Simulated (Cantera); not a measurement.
A Cantera script and what it prints.

```python
import numpy as np
import cantera as ct

gas_names = """
    H HO2 H2 H2O H2O2 O OH O2 O3 Ta TaO TaO2
""".split()
cond_names = """
    H2O(s) H2O(L) Ta(cr) Ta(L) Ta2O5(s) Ta2O5(L)
""".split()


# ... load() reads the species with a 1 bar reference pressure and builds the phases ...
atoms = {
    'Ta': {'Ta': 1},
    'H2O': {'H': 2, 'O': 1},
    'H2': {'H': 2},
    'O2': {'O': 2},
}
top_T = {}  # K; cautious upper limits of use, not melting points


# ... equilibrate(T, P, feed) seeds the gas with the atoms and calls Mixture.equilibrate('TP', solver="vcs", rtol=1e-11, max_steps=5000) ...
results = []
feed = {'Ta': 1, 'H2O': 0.21, 'H2': 42, 'O2': 0.042}  # mol
T = 2425  # K
for P in [0.1, 1, 10, 100, 1000, 10000, 100000, 1000000]:
    mix = equilibrate(T, P, feed)
    results.append((T, P, feed, dict(zip(mix.species_names, mix.species_moles))))

top = {s: max(r[3][s] / sum(r[3][g] for g in gas_names) for r in results) for s in gas_names}
cols = sorted((s for s in top if top[s] > 0.001), key=lambda s: -top[s])[:6]
seen = [c for c in cond_names if any(r[3].get(c, 0) > 1e-12 for r in results)]
print("log10 of partial pressures in bar; condensed amounts in mol")
print(f"{'P/Pa':>10s}" + "".join(f"{s[:9]:>10s}" for s in cols + seen))
for T, P, feed, n in results:
    ng = sum(n[g] for g in gas_names)
    print(f"{P:10.4g}" + "".join(f"{np.log10(max(n[s] / ng * P / 1e5, 1e-99)):10.3f}" for s in cols)
          + "".join(f"{n.get(c, 0):10.4g}" for c in seen))
```

Output:

```
log10 of partial pressures in bar; condensed amounts in mol
      P/Pa         H        H2       H2O       TaO      TaO2    Ta(cr)  Ta2O5(L)
       0.1    -6.003    -8.512   -14.976    -8.460   -12.123    0.6796         0
         1    -5.014    -6.535   -11.989    -7.451   -10.104    0.7052         0
        10    -4.098    -4.702    -9.111    -6.405    -8.012    0.7147         0
       100    -3.370    -3.245    -6.694    -5.445    -6.093    0.7628         0
      1000    -2.787    -2.080    -4.871    -4.788    -4.777    0.8477         0
     1e+04    -2.261    -1.027    -3.399    -4.368    -3.939    0.9314         0
     1e+05    -1.753    -0.011    -2.202    -4.187    -3.577    0.9859         0
     1e+06    -1.250     0.995    -1.184    -4.175    -3.552     0.993  0.002784
```

Equilibrium computed with Cantera from the NASA thermochemical tables; the gas is ideal and each condensed phase is pure. Mutual solubility and eutectic melting of coexisting phases are not modelled. Condensed phases not in the tables: N, O or C dissolved in the metal.
